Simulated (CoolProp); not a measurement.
Vapour-liquid equilibrium of dimethyl ether (1) + methanol (2) at -4.05 °C; x and y are mole fractions of (1).

Values from CoolProp's multi-fluid Helmholtz-energy mixture model, Wu 2011 and de Reuck 1993; pair parameters Bell 2016.

```csv
x,bubble pressure (kPa),y at the bubble point,dew pressure at overall composition x (kPa),liquid density (mol/L)
0.05,29.73,0.898,3.293,___
0.2,91.40,0.970,___,22.89
0.35,130.6,0.980,4.800,21.21
0.5,155.7,0.985,___,19.67
0.65,174.7,0.988,___,18.26
0.8,194.2,___,___,16.94
0.95,___,___,58.36,15.71
```

Problem. Fill in the missing entries.

Solution. 
- 0.05, liquid density (mol/L): 24.73
- 0.2, dew pressure at overall composition x (kPa): 3.907
- 0.5, dew pressure at overall composition x (kPa): 6.226
- 0.65, dew pressure at overall composition x (kPa): 8.864
- 0.8, y at the bubble point: 0.991
- 0.8, dew pressure at overall composition x (kPa): 15.39
- 0.95, bubble pressure (kPa): 219.9
- 0.95, y at the bubble point: 0.997

No azeotrope shows between x = 0.05 and 0.95.

Pair parameters are fitted to limited data, so mixtures are less certain than the pure fluids. With so large a gap from Raoult's law the liquid may split in two, which this calculation doesn't test in full.
